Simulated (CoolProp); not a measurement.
Vapour-liquid equilibrium of methanol (1) + ethylbenzene (2) at 9.53 bar; x and y are mole fractions of (1).

Computed with CoolProp (multi-fluid Helmholtz-energy mixture model, de Reuck 1993 and Zhou 2012; pair parameters Bell 2016).

```tsv
x	bubble temperature (K)	y at the bubble point	dew temperature at overall composition x (K)	liquid density (mol/L)
0.05	485.5	0.399	514.7	6.559
0.15	450.2	0.703	506.8	7.422
0.25	435.1	0.794	498.6	8.162
0.35	427.5	0.835	490.0	8.936
0.45	422.9	0.859	480.5	9.822
0.55	419.6	0.877	470.0	10.88
0.65	416.8	0.896	457.6	12.20
0.75	414.3	0.916	442.8	13.88
0.85	411.7	0.942	424.5	16.07
0.95	409.1	0.978	411.1	19.00
```

No azeotrope shows between x = 0.05 and 0.95.

The pair parameters rest on a limited set of measurements; away from them the model extrapolates. With so large a gap from Raoult's law the liquid may split in two, which this calculation doesn't test in full.
